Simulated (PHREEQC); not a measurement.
Solution (20 °C): 4 mmol/kgw NaH2PO4, 0.48 mmol/kgw KOH and 3.8 mmol/kgw KCl. Closed to the air; pH follows from the charge balance.

Model: ion-association model, wateq4f.dat, run in PHREEQC.

Each row changes one thing in this solution. This is a speciation only: nothing precipitates in the calculation.

```json
[
 {"case": "as made", "pH": "6.23", "ionic strength (mol/kgw)": "0.00875", "H2PO4- (mol/kgw)": "0.00352", "HPO4-2 (mol/kgw)": "0.000476", "KHPO4- (mol/kgw)": "2.71e-6", "NaHPO4- (mol/kgw)": "2.54e-6", "SI of Halite (NaCl)": "-6.47"},
 {"case": "NaH2PO4 from 0.004 to 0.0008 mol/kgw", "pH": "7.29", "ionic strength (mol/kgw)": "0.00555", "H2PO4- (mol/kgw)": "0.000320", "HPO4-2 (mol/kgw)": "0.000476", "KHPO4- (mol/kgw)": "2.91e-6", "NaHPO4- (mol/kgw)": "5.44e-7", "SI of Halite (NaCl)": "-7.16"},
 {"case": "KCl from 0.0038 to 0.00076 mol/kgw", "pH": "6.25", "ionic strength (mol/kgw)": "0.00571", "H2PO4- (mol/kgw)": "0.00352", "HPO4-2 (mol/kgw)": "0.000477", "KHPO4- (mol/kgw)": "8.40e-7", "NaHPO4- (mol/kgw)": "2.71e-6", "SI of Halite (NaCl)": "-7.16"},
 {"case": "0.00019 mol/kgw Na2B4O7 added", "pH": "6.52", "ionic strength (mol/kgw)": "0.00950", "H2PO4- (mol/kgw)": "0.00314", "HPO4-2 (mol/kgw)": "0.000849", "KHPO4- (mol/kgw)": "4.76e-6", "NaHPO4- (mol/kgw)": "4.89e-6", "SI of Halite (NaCl)": "-6.44"},
 {"case": "KCl from 0.0038 to 0.0057 mol/kgw", "pH": "6.21", "ionic strength (mol/kgw)": "0.0106", "H2PO4- (mol/kgw)": "0.00352", "HPO4-2 (mol/kgw)": "0.000475", "KHPO4- (mol/kgw)": "3.77e-6", "NaHPO4- (mol/kgw)": "2.45e-6", "SI of Halite (NaCl)": "-6.30"}
]
```

H3PO4, which wateq4f.dat lacks, is added to it with the constant of phreeqc.dat.
